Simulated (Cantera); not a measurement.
Source: NASA polynomial tables (part measured, part estimated), evaluated in Cantera. Values are per mole of reaction as written; species without (g) are pure solids or liquids, kept so even where they would boil at 1 bar.

Q: Between 300 and 1100 K, where is each reaction favourable under standard conditions?
- N2(g) + 3 PbF2 → 2 NF3(g) + 3 Pb(g)

A: 
- N2(g) + 3 PbF2 → 2 NF3(g) + 3 Pb(g): ΔG° is 2198 kJ at 300 K and 1850 kJ at 1100 K; it stays positive (K < 1). ΔH° is 2262 kJ and ΔS° 374 J/K at 1100 K.
